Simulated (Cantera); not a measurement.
Charge: 1 mol BN, 480 mol H2, 5.3 mol N2, held at 0.160 bar.

Equilibrium computed with Cantera from the NASA thermochemical tables; the gas is ideal and each condensed phase is pure. Candidate condensed phases: B, BN; 15 gas species. The tables' values for BH2 are old estimates; treat these amounts as uncertain. Equilibrium is a limit: real reactors are often held back by kinetics, nucleation or transport. All values below are at 1998 K.

Base state: H2 0.985, N2 0.0110, H 0.00398, BH2 0.000116 (mole fractions); condensed: BN(s).

Problem. What changes in the equilibrium state with this change: BN replaced by AlN?

Solution. 
```
species       before     after
----------  --------  --------
H2             0.985     0.982
N2            0.0110    0.0119
H            0.00398   0.00397
Al                 0   0.00184
BH2         0.000116         0
AlH                0  0.000205
BN(s), mol     0.942         0
```
Further candidate phases: Al, AlN.
